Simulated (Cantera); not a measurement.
A closed system holds: 1 mol Cr, 0.22 mol O2, 33 mol H2, held at 1850 °C and 308 Torr.

Equilibrium computed with Cantera from the NASA thermochemical tables; the gas is ideal and each condensed phase is pure. Candidate condensed phases: Cr, Cr2O3, H2O; 13 gas species. The numbers say what is thermodynamically allowed, not how fast it happens.

Base state: H2 0.971, H2O 0.0130, Cr 0.0102, H 0.00552, CrO 0.000105 (mole fractions); condensed: Cr(s).

Q: What changes in the equilibrium state with this change: temperature from 1850 °C to 2327 °C?

A: 
```csv
species,before,after
H2,0.971,0.902
H,0.00552,0.0569
Cr,0.0102,0.0282
H2O,0.0130,0.0120
OH,9.17e-6,0.000175
CrO,0.000105,0.000417
"Cr(s), mol",0.656,0
```
